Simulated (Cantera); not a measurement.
A Cantera script and what it prints.

```python
import numpy as np
import cantera as ct

gas_names = [...]  # 110 gases of nasa_gas.yaml made of C, H, O
cond_names = """
    C(gr) C6H6(L) C7H8(L) C8H18(L),n-octa H2O(s) H2O(L)
""".split()


# ... load() reads the species with a 1 bar reference pressure and builds the phases ...
atoms = {
    'acetone': {'C': 3, 'H': 6, 'O': 1},
    'CO2': {'C': 1, 'O': 2},
}
top_T = {'C(gr)': 4500}  # K; cautious upper limits of use, not melting points


# ... equilibrate(T, P, feed) seeds the gas with the atoms and calls Mixture.equilibrate('TP', solver="vcs", rtol=1e-11, max_steps=5000) ...
results = []
feed = {'acetone': 1, 'CO2': 0.65}  # mol
P = 1333.22  # Pa
for T in [1098, 1248, 1398, 1548, 1698, 1848, 1998, 2148, 2298, 2448, 2598, 2748, 2898, 3048]:
    mix = equilibrate(T, P, feed)
    results.append((T, P, feed, dict(zip(mix.species_names, mix.species_moles))))

top = {s: max(r[3][s] / sum(r[3][g] for g in gas_names) for r in results) for s in gas_names}
cols = sorted((s for s in top if top[s] > 1e-06), key=lambda s: -top[s])[:8]
seen = [c for c in cond_names if any(r[3].get(c, 0) > 1e-12 for r in results)]
print("log10 of partial pressures in bar; condensed amounts in mol")
print(f"{'T/K':>10s}" + "".join(f"{s[:9]:>10s}" for s in cols + seen))
for T, P, feed, n in results:
    ng = sum(n[g] for g in gas_names)
    print(f"{T:10.4g}" + "".join(f"{np.log10(max(n[s] / ng * P / 1e5, 1e-99)):10.3f}" for s in cols)
          + "".join(f"{n.get(c, 0):10.4g}" for c in seen))
```

Output:

```
log10 of partial pressures in bar; condensed amounts in mol
       T/K        H2         H        CO        C3 C2H2,acet       C2H         C        C2     C(gr)
      1098    -2.122    -8.668    -2.238   -28.359   -10.017   -20.780   -25.931   -29.434     1.352
      1248    -2.122    -7.392    -2.238   -23.585    -8.736   -17.550   -21.819   -24.673      1.35
      1398    -2.122    -6.386    -2.238   -19.847    -7.733   -15.017   -18.590   -20.940      1.35
      1548    -2.122    -5.573    -2.238   -16.843    -6.927   -12.977   -15.988   -17.936      1.35
      1698    -2.123    -4.901    -2.238   -14.378    -6.265   -11.300   -13.848   -15.466      1.35
      1848    -2.124    -4.338    -2.238   -12.321    -5.714    -9.898   -12.057   -13.402     1.348
      1998    -2.129    -3.859    -2.240   -10.579    -5.249    -8.710   -10.535   -11.652     1.345
      2148    -2.139    -3.450    -2.243    -9.086    -4.857    -7.692    -9.228   -10.148     1.339
      2298    -2.162    -3.099    -2.251    -7.793    -4.530    -6.816    -8.092    -8.844     1.326
      2448    -2.204    -2.803    -2.264    -6.663    -4.267    -6.059    -7.096    -7.702     1.303
      2598    -2.277    -2.558    -2.285    -5.667    -4.070    -5.408    -6.216    -6.695     1.267
      2748    -2.394    -2.365    -2.315    -4.784    -3.948    -4.856    -5.433    -5.799       1.2
      2898    -2.571    -2.228    -2.353    -3.995    -3.911    -4.398    -4.732    -4.997    0.9943
      3048    -2.829    -2.153    -2.403    -3.287    -3.975    -4.035    -4.100    -4.276   0.06548
```

Equilibrium computed with Cantera from the NASA thermochemical tables; the gas is ideal and each condensed phase is pure. The feed counts by its element totals alone.
